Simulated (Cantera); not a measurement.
## Low-pressure radical oxidation in H2/O2

A perfectly stirred reactor is fed with 7.73 % H2, 24.9 % O2, 67.3 % N2, at 0.0263 atm; it is held at 1325 K, and followed from long to short residence time.

Computed with Cantera and the H2/O2 subset of GRI-Mech 3.0, which has no nitrogen chemistry. Radical loss at walls, strong at low pressure, is not modelled. The temperature is held fixed by assumption; the heat of reaction is taken as removed at once.

```csv
τ (s),x H2,x O2,x H2O,x HO2,x O,x OH
12,7.52e-5,0.219,0.0800,5.10e-7,0.000353,0.000658
4.1,0.000152,0.219,0.0797,8.23e-7,0.000724,0.000941
1.4,0.000306,0.218,0.0792,1.22e-6,0.00147,0.00134
0.48,0.000604,0.217,0.0782,1.65e-6,0.00294,0.00189
0.16,0.00117,0.216,0.0762,2.04e-6,0.00580,0.00264
0.056,0.00209,0.213,0.0728,2.30e-6,0.0104,0.00351
0.019,0.00339,0.210,0.0672,2.40e-6,0.0169,0.00439
0.0065,0.00500,0.208,0.0612,2.41e-6,0.0225,0.00508
0.0022,0.00765,0.208,0.0555,2.39e-6,0.0242,0.00567
0.00076,0.0135,0.212,0.0486,2.36e-6,0.0215,0.00627
0.00026,0.0280,0.221,0.0361,2.25e-6,0.0150,0.00623
```
x: mole fraction; the columns are a selection and need not sum to one.
